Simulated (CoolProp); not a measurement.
Values from CoolProp's reference Helmholtz-energy equation of state, Penoncello 2003.

**Question.** Give the vapour pressure (bar), vapour density (kg/m³), enthalpy of vaporisation (kJ/kg), surface tension (mN/m) of saturated CHF3 (R23) at -82.85 °C.

**Answer.** 
```csv
T (°C),p (bar),vapour density (kg/m³),enthalpy of vaporisation (kJ/kg),surface tension (mN/m)
-82.85,0.965,4.46,240,17.0
```

Surface tension comes from a separate correlation (Mulero 2012).
